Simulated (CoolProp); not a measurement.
Properties of C2F6 (R116) at several states (Tc = 19.9 °C, pc = 3048 kPa, ω = 0.257).

Model: reference Helmholtz-energy equation of state, Lemmon 2006, in CoolProp. It is a short technical equation, of lower accuracy than the large ones.

```tsv
T (°C)	p (kPa)	phase	Z	fugacity coefficient
116.65	291	gas	0.9887	0.9887
10.35	15.2	gas	0.9981	0.9981
72.65	2090	gas	0.8636	0.8763
```
